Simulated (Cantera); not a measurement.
A closed system holds: 1 mol C2F6, 0.052 mol F2, at 1650 °C and 63.0 Pa.

Equilibrium computed with Cantera from the NASA thermochemical tables; the gas is ideal and each condensed phase is pure. The feed counts by its element totals alone. Gases not in the tables: C2F6 and larger saturated fluorocarbons. Rates play no part.

```csv
species,before,after
F,0.120,0.619
CF4,0.682,0.376
CF2,0.189,0.00394
CF,0.000376,1.53e-6
CF3,0.00800,0.000859
"C(graphite), mol",0.349,0
```
Gas species are given as mole fractions.

Question: Which change was made?
(A) F2 from 0.052 to 2.6 mol
(B) pressure from 63.0 Pa to 1.30 mbar
(C) pressure from 63.0 Pa to 7.40 Pa
(D) C2F6 replaced by c-C4F8

Answer: A, F2 from 0.052 to 2.6 mol
